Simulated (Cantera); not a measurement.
A perfectly stirred reactor is fed with C3H8 : O2 : N2 = 1 : 5.38 : 20.2 (molar parts), equivalence ratio 0.93, at 1.01 bar; it is adiabatic with a 500 K inlet, and is followed from long to short residence time, starting on the burning branch (τ in s: 0.14, 0.058, 0.023, 0.0094, 0.0038, 0.0015, 0.00062, 0.00025, 0.0001, 4.1e-05, 1.7e-05, 6.7e-06).

Computed with Cantera and GRI-Mech 3.0 (53 species, 325 reactions). GRI-Mech 3.0 was tuned for natural gas; its chemistry of propane as a main component is partial and can be far from experiment.

Task: What does this change do: pressure from 1.01 bar to 1.50 bar?

Result: 
```json
[
 {"quantity": "blow-out, bracketed by the residence times tried", "before": "burning at 0.100 ms, out at 41.0 µs", "after": "burning at 41.0 µs, out at 17.0 µs"},
 {"quantity": "x(C3H8) at τ = 0.140 s", "before": "9.22e-8", "after": "6.94e-8"},
 {"quantity": "x(O2) at τ = 0.140 s", "before": "0.0173", "after": "0.0165"},
 {"quantity": "x(H) at τ = 0.140 s", "before": "0.000601", "after": "0.000468"},
 {"quantity": "x(HO2) at τ = 0.140 s", "before": "1.57e-6", "after": "1.73e-6"},
 {"quantity": "x(H2) at τ = 0.140 s", "before": "0.00265", "after": "0.00230"},
 {"quantity": "x(C3H8) at τ = 0.620 ms", "before": "1.05e-5", "after": "8.26e-6"},
 {"quantity": "x(O2) at τ = 0.620 ms", "before": "0.0297", "after": "0.0275"},
 {"quantity": "x(H) at τ = 0.620 ms", "before": "0.00577", "after": "0.00406"},
 {"quantity": "x(HO2) at τ = 0.620 ms", "before": "6.42e-6", "after": "6.63e-6"},
 {"quantity": "x(H2) at τ = 0.620 ms", "before": "0.00885", "after": "0.00746"}
]
```

Task: What does this change do: pressure from 1.01 bar to 10.0 bar?

Result: 
| quantity | before | after |
|---|---|---|
| blow-out, bracketed by the residence times tried | burning at 0.100 ms, out at 41.0 µs | burning at 17.0 µs, out at 6.70 µs |
| x(C3H8) at τ = 0.140 s | 9.22e-8 | 1.78e-8 |
| x(O2) at τ = 0.140 s | 0.0173 | 0.0139 |
| x(H) at τ = 0.140 s | 0.000601 | 0.000149 |
| x(HO2) at τ = 0.140 s | 1.57e-6 | 2.76e-6 |
| x(H2) at τ = 0.140 s | 0.00265 | 0.00116 |
| x(C3H8) at τ = 0.620 ms | 1.05e-5 | 3.12e-6 |
| x(O2) at τ = 0.620 ms | 0.0297 | 0.0187 |
| x(H) at τ = 0.620 ms | 0.00577 | 0.000477 |
| x(HO2) at τ = 0.620 ms | 6.42e-6 | 6.09e-6 |
| x(H2) at τ = 0.620 ms | 0.00885 | 0.00240 |

Task: What does this change do: 0.23 parts H2 added?

Result: 
```csv
quantity,before,after
"blow-out, bracketed by the residence times tried","burning at 0.100 ms, out at 41.0 µs","burning at 0.100 ms, out at 41.0 µs"
x(C3H8) at τ = 0.140 s,9.22e-8,8.46e-8
x(O2) at τ = 0.140 s,0.0173,0.0144
x(H) at τ = 0.140 s,0.000601,0.000736
x(HO2) at τ = 0.140 s,1.57e-6,1.48e-6
x(H2) at τ = 0.140 s,0.00265,0.00335
x(C3H8) at τ = 0.620 ms,1.05e-5,9.77e-6
x(O2) at τ = 0.620 ms,0.0297,0.0270
x(H) at τ = 0.620 ms,0.00577,0.00631
x(HO2) at τ = 0.620 ms,6.42e-6,5.99e-6
x(H2) at τ = 0.620 ms,0.00885,0.0100
```
